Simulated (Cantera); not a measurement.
Cantera with NASA thermochemical tables; ideal gases at 1 bar, condensed phases pure. Values are per mole of reaction as written; species without (g) are pure solids or liquids, kept so even where they would boil at 1 bar.

N2O(g) + 2 Cr → NO(g) + Cr2N, with ΔH° = -115.8 kJ and ΔS° = 8.5 J/K at 300 K.

Problem. How far is the shortcut ΔG° ≈ ΔH°(300 K) − T·ΔS°(300 K) from the full temperature-dependent value at 1473, 1498, 1523, 1548, 1573, 1598, 1623, 1648, 1673, 1698, 1723 K?

Solution. 
```json
[
 {"T (K)": "1473", "shortcut (kJ)": "-128.3", "full (kJ)": "-137.6", "difference (kJ)": "9.3", "difference in log10 K": "-0.33"},
 {"T (K)": "1498", "shortcut (kJ)": "-128.6", "full (kJ)": "-138.1", "difference (kJ)": "9.6", "difference in log10 K": "-0.33"},
 {"T (K)": "1523", "shortcut (kJ)": "-128.8", "full (kJ)": "-138.6", "difference (kJ)": "9.8", "difference in log10 K": "-0.34"},
 {"T (K)": "1548", "shortcut (kJ)": "-129.0", "full (kJ)": "-139.1", "difference (kJ)": "10.1", "difference in log10 K": "-0.34"},
 {"T (K)": "1573", "shortcut (kJ)": "-129.2", "full (kJ)": "-139.5", "difference (kJ)": "10.4", "difference in log10 K": "-0.34"},
 {"T (K)": "1598", "shortcut (kJ)": "-129.4", "full (kJ)": "-140.0", "difference (kJ)": "10.6", "difference in log10 K": "-0.35"},
 {"T (K)": "1623", "shortcut (kJ)": "-129.6", "full (kJ)": "-140.5", "difference (kJ)": "10.9", "difference in log10 K": "-0.35"},
 {"T (K)": "1648", "shortcut (kJ)": "-129.8", "full (kJ)": "-141.0", "difference (kJ)": "11.1", "difference in log10 K": "-0.35"},
 {"T (K)": "1673", "shortcut (kJ)": "-130.0", "full (kJ)": "-141.4", "difference (kJ)": "11.4", "difference in log10 K": "-0.36"},
 {"T (K)": "1698", "shortcut (kJ)": "-130.3", "full (kJ)": "-141.9", "difference (kJ)": "11.7", "difference in log10 K": "-0.36"},
 {"T (K)": "1723", "shortcut (kJ)": "-130.5", "full (kJ)": "-142.4", "difference (kJ)": "11.9", "difference in log10 K": "-0.36"}
]
```
The shortcut ignores the heat-capacity change of the reaction.
